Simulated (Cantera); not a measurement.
Input: 1 mol Si₃N₄, 0.045 mol N₂O, 73 mol H₂, held at 101000 Pa.

These are equilibrium values from Cantera (NASA tables, ideal gas, pure condensed phases), not measurements of a reactor. Candidate condensed phases: H₂O, Si, SiO₂, Si₂N₂O, Si₃N₄; 35 gas species. Mutual solubility and eutectic melting of coexisting phases are not modelled. Gases not in the tables: Si₂H₆ and higher silanes. Rates play no part.

Q: Which condensed phases are stable at each of these points (T (K)): 1348, 1398, 1448, 1498, 1548, 1598, 1648, 1698?

A: 
| T (K) | condensed phases | Si condensed (%) |
|---|---|---|
| 1348 | Si₂N₂O(s) + Si₃N₄(s) | 100.0 |
| 1398 | Si₂N₂O(s) + Si₃N₄(s) | 100.0 |
| 1448 | Si₂N₂O(s) + Si₃N₄(s) | 100.0 |
| 1498 | Si₂N₂O(s) + Si₃N₄(s) | 100.0 |
| 1548 | Si₂N₂O(s) + Si₃N₄(s) | 100.0 |
| 1598 | Si₂N₂O(s) + Si₃N₄(s) | 100.0 |
| 1648 | Si₂N₂O(s) + Si₃N₄(s) | 99.9 |
| 1698 | Si(l) + Si₂N₂O(s) + Si₃N₄(s) | 99.8 |

From 1348 K to 1648 K the condensed part is Si₂N₂O(s) + Si₃N₄(s). At 1698 K the condensed part is Si(l) + Si₂N₂O(s) + Si₃N₄(s).
